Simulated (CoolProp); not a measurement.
Vapour-liquid equilibrium of diethyl ether (1) + n-hexane (2) at 0.405 MPa; x and y are mole fractions of (1).

Model: multi-fluid Helmholtz-energy mixture model, Thol 2014 and Thol 2019; pair parameters Bell 2016, in CoolProp.

### Question
Give the bubble temperature and the first vapour's composition at x = 0.2, 0.5, 0.95. Is there an azeotrope?

### Answer
x = 0.2: 380.5 K, y = 0.384; x = 0.5: 367.8 K, y = 0.699; x = 0.95: 354.6 K, y = 0.977. No azeotrope shows between x = 0.05 and 0.95.

The pair parameters rest on a limited set of measurements; away from them the model extrapolates.
